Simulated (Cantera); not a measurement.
# Equilibrium for silicon nitride deposition: SiCl₄ + NH₃ + H₂ + N₂

Input: 1 mol SiCl₄, 1.3 mol NH₃, 25 mol H₂, 0.69 mol N₂, held at 1.00 bar.

These are equilibrium values from Cantera (NASA tables, ideal gas, pure condensed phases), not measurements of a reactor. Candidate condensed phases: NH₄Cl, Si, Si₃N₄; 28 gas species. The tables' values for SiCl₃, SiCl are old estimates; treat these amounts as uncertain. Gases not in the tables: Si₂H₆ and higher silanes. Kinetics and transport are ignored.

```tsv
T (°C)	x H₂	x HCl	x N₂	x SiCl₂	x SiCl₄	x H	x SiCl₃	n Si₃N₄(s)	n Si(l)
700	0.846	0.129	0.0238	1.07e-8	0.00156	9.94e-10	7.62e-7	0.317	0
775	0.845	0.130	0.0236	1.15e-7	0.00122	7.10e-9	2.76e-6	0.320	0
850	0.845	0.131	0.0235	8.87e-7	0.000978	3.91e-8	8.36e-6	0.323	0
925	0.844	0.131	0.0234	5.27e-6	0.000803	1.75e-7	2.19e-5	0.324	0
1000	0.844	0.132	0.0233	2.51e-5	0.000672	6.55e-7	5.08e-5	0.324	0
1075	0.844	0.132	0.0234	9.97e-5	0.000568	2.13e-6	0.000106	0.324	0
1150	0.844	0.131	0.0236	0.000336	0.000479	6.10e-6	0.000202	0.321	0
1225	0.844	0.130	0.0241	0.000976	0.000394	1.58e-5	0.000347	0.313	0
1300	0.845	0.126	0.0251	0.00243	0.000306	3.74e-5	0.000532	0.298	0
1375	0.846	0.120	0.0269	0.00517	0.000215	8.19e-5	0.000711	0.270	0
1450	0.848	0.112	0.0297	0.00941	0.000134	0.000168	0.000820	0.228	0
1525	0.850	0.100	0.0332	0.0149	7.42e-5	0.000325	0.000826	0.173	0
1600	0.852	0.0882	0.0371	0.0210	3.73e-5	0.000596	0.000744	0.112	0
1675	0.846	0.0856	0.0442	0.0221	1.84e-5	0.00104	0.000570	0	0.304
```
x: gas mole fraction; n: condensed amount in mol.

From 700 °C to 1600 °C the condensed part is Si₃N₄(s). At 1675 °C the condensed part is Si(l). The main Si-bearing gas is SiCl₄ at 700 °C and SiCl₂ at 1675 °C. The share of Si in condensed phases is highest at 1000 °C (97.3 %) and lowest at 1675 °C (30.4 %).
